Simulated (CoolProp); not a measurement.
Vapour-liquid equilibrium of isobutene (1) + ethanol (2) at 8.53 bar; x and y are mole fractions of (1).

Values from CoolProp's multi-fluid Helmholtz-energy mixture model, Lemmon 2005 and Schroeder 2014; pair parameters Bell 2016.

| x | bubble temperature (K) | y at the bubble point | dew temperature at overall composition x (K) | liquid density (mol/L) |
|---|---|---|---|---|
| 0.05 | 401.6 | 0.355 | 415.7 | 14.30 |
| 0.15 | 371.9 | 0.754 | 411.5 | 14.21 |
| 0.25 | 354.8 | 0.872 | 406.9 | 13.80 |
| 0.35 | 347.7 | 0.907 | 401.9 | 13.19 |
| 0.45 | 345.3 | 0.917 | 396.2 | 12.51 |
| 0.55 | 344.5 | 0.920 | 389.8 | 11.83 |
| 0.65 | 343.8 | 0.924 | 382.0 | 11.20 |
| 0.75 | 342.6 | 0.932 | 372.3 | 10.63 |
| 0.85 | 340.7 | 0.948 | 358.8 | 10.14 |
| 0.95 | 338.3 | 0.978 | 340.6 | 9.722 |

No azeotrope shows between x = 0.05 and 0.95.

Pair parameters are fitted to limited data, so mixtures are less certain than the pure fluids. With so large a gap from Raoult's law the liquid may split in two, which this calculation doesn't test in full.
